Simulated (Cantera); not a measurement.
Input (Python, Cantera) and output of one run.

```python
import numpy as np
import cantera as ct

gas_names = [...]  # 49 gases of nasa_gas.yaml made of B, Cl, H, N, O
cond_names = """
    B(b) B(L) BN(s) B2O3(L) B3O3H3(cr) H2O(s) H2O(L) NH4CL(a) NH4CL(b)
""".split()


# ... load() reads the species with a 1 bar reference pressure and builds the phases ...
atoms = {
    'BCl3': {'B': 1, 'CL': 3},
    'H2O': {'H': 2, 'O': 1},
    'N2': {'N': 2},
}
top_T = {'BN(s)': 3200}  # K; cautious upper limits of use, not melting points


# ... equilibrate(T, P, feed) seeds the gas with the atoms and calls Mixture.equilibrate('TP', solver="vcs", rtol=1e-11, max_steps=5000) ...
results = []
T = 823.15  # K
P = 13000  # Pa
for m in [1.3, 1.8, 2.5, 3.4, 4.8, 6.6, 9.2, 13, 18, 25, 34, 47, 66]:
    feed = {'BCl3': 1, 'H2O': 0.38, 'N2': m}  # mol
    mix = equilibrate(T, P, feed)
    results.append((T, P, feed, dict(zip(mix.species_names, mix.species_moles))))

top = {s: max(r[3][s] / sum(r[3][g] for g in gas_names) for r in results) for s in gas_names}
cols = sorted((s for s in top if top[s] > 1e-06), key=lambda s: -top[s])[:5]
seen = [c for c in cond_names if any(r[3].get(c, 0) > 1e-12 for r in results)]
print("log10 of partial pressures in bar; condensed amounts in mol")
print(f"{'n(N2)':>10s}" + "".join(f"{s[:9]:>10s}" for s in cols + seen))
for T, P, feed, n in results:
    ng = sum(n[g] for g in gas_names)
    print(f"{feed['N2']:10.4g}" + "".join(f"{np.log10(max(n[s] / ng * P / 1e5, 1e-99)):10.3f}" for s in cols)
          + "".join(f"{n.get(c, 0):10.4g}" for c in seen))
```

Output:

```
log10 of partial pressures in bar; condensed amounts in mol
     n(N2)        N2       HCL      BCL3   B3O3CL3   B2O3(L)
       1.3    -1.220    -1.453    -1.516    -2.387   0.03807
       1.8    -1.150    -1.525    -1.587    -2.458   0.03807
       2.5    -1.091    -1.608    -1.671    -2.541   0.03807
       3.4    -1.045    -1.696    -1.759    -2.629   0.03807
       4.8    -1.005    -1.805    -1.868    -2.738   0.03807
       6.6    -0.975    -1.914    -1.977    -2.848   0.03807
       9.2    -0.952    -2.035    -2.097    -2.968   0.03807
        13    -0.934    -2.167    -2.229    -3.100   0.03807
        18    -0.921    -2.295    -2.358    -3.229   0.03807
        25    -0.911    -2.429    -2.491    -3.362   0.03807
        34    -0.905    -2.556    -2.618    -3.489   0.03807
        47    -0.900    -2.691    -2.754    -3.624   0.03807
        66    -0.896    -2.835    -2.897    -3.768   0.03807
```

Cantera equilibrium calculation (NASA polynomials, part measured and part estimated; ideal gas, pure solids and liquids).
